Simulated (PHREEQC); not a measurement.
Make-up at 25 °C: 0.1 mol HCl and 4.4e-05 mol MnSO4 per kg of water. Closed to the air; pH follows from the charge balance.

Model: Pitzer model, pitzer.dat, run in PHREEQC.

```csv
quantity,before,after
pH,1.08,1.37
HSO4- (mol/kgw),3.15e-5,2.83e-5
SO4-2 (mol/kgw),1.25e-5,1.57e-5
```

Question: Name the change that produced these shifts.
A) MnSO4 from 4.4e-05 to 4.4e-06 mol/kgw
B) HCl from 0.1 to 0.05 mol/kgw
C) temperature from 25 to 5 °C
D) diluted 10-fold with water
E) HCl from 0.1 to 0.2 mol/kgw

Answer: B, HCl from 0.1 to 0.05 mol/kgw

No solid was allowed to form.
